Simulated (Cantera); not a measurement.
Cantera run, input and output.

```python
import numpy as np
import cantera as ct

surf = ct.Interface("ptcombust.yaml", "Pt_surf")
gas = surf.adjacent["gas"]
gas.TPX = 300, 28000, {'CH4': 0.042, 'O2': 0.12, 'N2': 0.79}
jet = ct.ImpingingJet(gas=gas, width=0.036, surface=surf)
jet.inlet.mdot, jet.inlet.T, jet.inlet.X = 0.081, 300, {'CH4': 0.042, 'O2': 0.12, 'N2': 0.79}
jet.set_refine_criteria(ratio=10, slope=0.2, curve=0.3)
show, cover = ['CH4', 'O2', 'H2O', 'OH', 'CO', 'CO2'], ["PT(S)", "H(S)", "O(S)", "OH(S)", "CO(S)", "C(S)"]

rows = []
print(f"{'Ts/K':>7s}" + "".join(f"{s:>11s}" for s in show + cover) + "   (gas at the wall, coverages)")
for i, Ts in enumerate([950, 1000, 1050, 1100, 1150, 1200]):
    jet.surface.T = Ts
    if i == 0:
        surf.TP = Ts, 28000
        surf.coverages = "PT(S):0.5, O(S):0.5"
        surf.advance_coverages(1.0)
        jet.set_initial_guess(products="inlet")
    jet.solve(loglevel=0, auto=(i == 0))
    rows.append([*(jet.X[gas.species_index(s), -1] for s in show), *surf[cover].coverages])
    print(f"{Ts:7g}" + "".join(f"{x:11.3e}" for x in rows[-1]))
```

Result:

```
   Ts/K        CH4         O2        H2O         OH         CO        CO2      PT(S)       H(S)       O(S)      OH(S)      CO(S)       C(S)   (gas at the wall, coverages)
    950  1.754e-02  6.936e-02  4.954e-02  7.512e-08  8.413e-06  3.271e-02  2.299e-01  3.211e-07  7.674e-01  2.683e-03  1.696e-05  8.114e-08
   1000  1.163e-02  5.689e-02  6.033e-02  2.022e-07  7.652e-06  3.994e-02  3.039e-01  7.345e-07  6.934e-01  2.692e-03  1.186e-05  7.409e-08
   1050  8.079e-03  4.945e-02  6.672e-02  4.809e-07  7.140e-06  4.425e-02  3.771e-01  1.428e-06  6.204e-01  2.523e-03  8.091e-06  6.438e-08
   1100  5.932e-03  4.501e-02  7.050e-02  1.036e-06  6.923e-06  4.680e-02  4.475e-01  2.498e-06  5.502e-01  2.283e-03  5.618e-06  5.568e-08
   1150  4.577e-03  4.229e-02  7.279e-02  2.059e-06  6.990e-06  4.834e-02  5.142e-01  4.055e-06  4.838e-01  2.027e-03  4.027e-06  4.878e-08
   1200  3.679e-03  4.062e-02  7.419e-02  3.829e-06  7.321e-06  4.925e-02  5.764e-01  6.228e-06  4.218e-01  1.777e-03  2.994e-06  4.354e-08
```

Model: Deutschmann's 1995 Pt surface mechanism with GRI-Mech 3.0 gas chemistry, integrated in Cantera. Catalytic surfaces can have several steady states; this one follows from the mechanism file's or the stated starting coverage.
